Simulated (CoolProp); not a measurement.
A simple Rankine cycle with chlorine: condensing at 316.15 K, boiler at 5.9 MPa, turbine inlet 404.3 K, turbine efficiency 0.9, pump efficiency 0.8, no recuperator. Each further row changes one setting.

Model: reference Helmholtz-energy equation of state, Thol 2021, in CoolProp.

| case | thermal efficiency (%) | net work (kJ/kg) | heat in (kJ/kg) | turbine exit temperature (K) | volume ratio over the turbine |
|---|---|---|---|---|---|
| as stated | 15.0 | 33.5 | 223 | 316.1 | 4.42 |
| turbine inlet 424.3 K | 15.7 | 38.9 | 249 | 316.1 | 3.95 |
| condensing temperature 308.15 K | 16.4 | 37.8 | 231 | 308.2 | 5.30 |
| boiler pressure 4.13 MPa | 12.9 | 32.7 | 254 | 316.1 | 2.79 |
| turbine efficiency 0.8 | 13.1 | 29.3 | 223 | 316.1 | 4.52 |

The expansion ends wet for: as stated; turbine inlet 424.3 K; condensing temperature 308.15 K; boiler pressure 4.13 MPa; turbine efficiency 0.8.
